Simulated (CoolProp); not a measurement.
Vapour-liquid equilibrium of carbon dioxide (1) + C2F6 (R116) (2) at 0.712 MPa; x and y are mole fractions of (1).

Values from CoolProp's multi-fluid Helmholtz-energy mixture model, Span 1996 and Lemmon 2006; pair parameters Bell 2016.

| x | bubble temperature, mixture model (°C) | bubble temperature, Raoult's law (°C) | y, mixture model | y, Raoult's law |
|---|---|---|---|---|
| 0.05 | -35.7 | -33.3 | 0.140 | 0.090 |
| 0.125 | ? | -35.1 | ? | 0.210 |
| 0.2 | -44.5 | -36.7 | 0.443 | 0.318 |
| 0.275 | -47.5 | -38.2 | ? | 0.414 |
| 0.35 | -49.5 | -39.6 | 0.598 | 0.500 |
| 0.425 | -50.9 | -41.0 | 0.643 | 0.579 |
| 0.5 | -51.7 | -42.2 | 0.674 | 0.650 |
| 0.575 | -52.2 | -43.4 | 0.698 | 0.715 |
| 0.65 | -52.5 | -44.5 | ? | 0.775 |
| 0.725 | -52.6 | -45.5 | ? | 0.830 |
| 0.8 | -52.6 | -46.5 | 0.764 | 0.881 |
| 0.875 | -52.2 | -47.5 | 0.806 | 0.928 |
| 0.95 | -50.9 | -48.4 | ? | 0.972 |

Question: What belongs in the gaps?

Answer: 
- 0.125, bubble temperature, mixture model (°C): -40.6
- 0.125, y, mixture model: 0.314
- 0.275, y, mixture model: 0.534
- 0.65, y, mixture model: 0.718
- 0.725, y, mixture model: 0.738
- 0.95, y, mixture model: 0.891

The largest gap from Raoult's law is -9.9 K in bubble temperature, at x = 0.425. y crosses x between x = 0.725 and 0.8: the model has an azeotrope there.

Pair parameters are fitted to limited data, so mixtures are less certain than the pure fluids.
